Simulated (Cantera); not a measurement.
Input (Python, Cantera) and output of one run.

```python
import numpy as np
import cantera as ct

gas_names = [...]  # 87 gases of nasa_gas.yaml made of C, H, Si
cond_names = """
    C(gr) C6H6(L) C7H8(L) C8H18(L),n-octa Si(cr) Si(L) SiC(b)
""".split()


# ... load() reads the species with a 1 bar reference pressure and builds the phases ...
atoms = {
    'CH3SiH3': {'C': 1, 'H': 6, 'Si': 1},
    'C2H4': {'C': 2, 'H': 4},
    'H2': {'H': 2},
}
top_T = {'C(gr)': 4500, 'SiC(b)': 3050}  # K; cautious upper limits of use, not melting points


# ... equilibrate(T, P, feed) seeds the gas with the atoms and calls Mixture.equilibrate('TP', solver="vcs", rtol=1e-11, max_steps=5000) ...
results = []
feed = {'CH3SiH3': 1, 'C2H4': 0.38, 'H2': 1200}  # mol
P = 8000  # Pa
for T in [1775, 1825, 1875, 1925, 1975, 2025, 2075, 2125]:
    mix = equilibrate(T, P, feed)
    results.append((T, P, feed, dict(zip(mix.species_names, mix.species_moles))))

top = {s: max(r[3][s] / sum(r[3][g] for g in gas_names) for r in results) for s in gas_names}
cols = sorted((s for s in top if top[s] > 1e-05), key=lambda s: -top[s])[:5]
seen = [c for c in cond_names if any(r[3].get(c, 0) > 1e-12 for r in results)]
print("log10 of partial pressures in bar; condensed amounts in mol")
print(f"{'T/K':>10s}" + "".join(f"{s[:9]:>10s}" for s in cols + seen))
for T, P, feed, n in results:
    ng = sum(n[g] for g in gas_names)
    print(f"{T:10.4g}" + "".join(f"{np.log10(max(n[s] / ng * P / 1e5, 1e-99)):10.3f}" for s in cols)
          + "".join(f"{n.get(c, 0):10.4g}" for c in seen))
```

It prints:

```
log10 of partial pressures in bar; condensed amounts in mol
       T/K        H2         H C2H2,acet        Si       CH4     C(gr)    SiC(b)
      1775    -1.097    -4.087    -4.944    -7.327    -5.272    0.3361    0.9984
      1825    -1.098    -3.905    -4.766    -6.911    -5.345    0.1759    0.9964
      1875    -1.098    -3.732    -4.629    -6.502    -5.429         0    0.9917
      1925    -1.099    -3.569    -4.612    -6.058    -5.566         0    0.9789
      1975    -1.099    -3.413    -4.590    -5.640    -5.693         0    0.9483
      2025    -1.100    -3.266    -4.552    -5.252    -5.805         0    0.8793
      2075    -1.101    -3.125    -4.487    -4.897    -5.897         0    0.7352
      2125    -1.103    -2.991    -4.387    -4.579    -5.967         0    0.4583
```

Equilibrium computed with Cantera from the NASA thermochemical tables; the gas is ideal and each condensed phase is pure. The feed counts by its element totals alone. Gases not in the tables: Si2H6 and higher silanes.
